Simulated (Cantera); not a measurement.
# Carbon deposition, reforming and gasification: C + H2

A closed system holds: 1 mol C, 14 mol H2, held at 1448 K and 0.133 bar.

These are equilibrium values from Cantera (NASA tables, ideal gas, pure condensed phases), not measurements of a reactor. Candidate condensed phases: C, C6H6, C7H8, C8H18; 76 gas species. Kinetics and transport are ignored.

```json
{
  "x(H2)": "1.000",
  "x(CH4)": "0.000444",
  "x(H)": "2.52e-5",
  "x(C2H2 (acetylene))": "4.75e-6",
  "n(C(graphite))": "0.994 mol",
  "gas_amount": "13.99 mol"
}
```
